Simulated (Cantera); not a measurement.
An adiabatic, constant-volume homogeneous reactor starts with CO : H₂ : CH₄ : O₂ : N₂ = 1 : 0.17 : 0.54 : 4.76 : 17.9 (molar parts), at 1798 K and 500000 Pa. Integrator tolerance rtol = 1e-08.

Model: GRI-Mech 3.0 (53 species, 325 reactions), integrated in Cantera.

Question: What does this change do: N2 17.9 to 13 parts?

Answer: 
```json
[
 {"quantity": "time of steepest temperature rise", "before": "13.2 µs", "after": "11.0 µs"},
 {"quantity": "temperature at 2.00 s", "before": "2641 K", "after": "2767 K"},
 {"quantity": "equilibrium temperature", "before": "2641 K", "after": "2767 K"},
 {"quantity": "x(CO) at 2.00 s", "before": "0.00484 (gas-phase equilibrium 0.00484)", "after": "0.00902 (gas-phase equilibrium 0.00902)"},
 {"quantity": "x(H₂) at 2.00 s", "before": "0.000587 (gas-phase equilibrium 0.000587)", "after": "0.00105 (gas-phase equilibrium 0.00105)"},
 {"quantity": "x(CH₄) at 2.00 s", "before": "<1e-12 (gas-phase equilibrium <1e-12)", "after": "<1e-12 (gas-phase equilibrium <1e-12)"},
 {"quantity": "x(C₂H) at 2.00 s", "before": "<1e-12 (gas-phase equilibrium <1e-12)", "after": "<1e-12 (gas-phase equilibrium <1e-12)"},
 {"quantity": "x(H) at 2.00 s", "before": "0.000411 (gas-phase equilibrium 0.000411)", "after": "0.000866 (gas-phase equilibrium 0.000866)"}
]
```
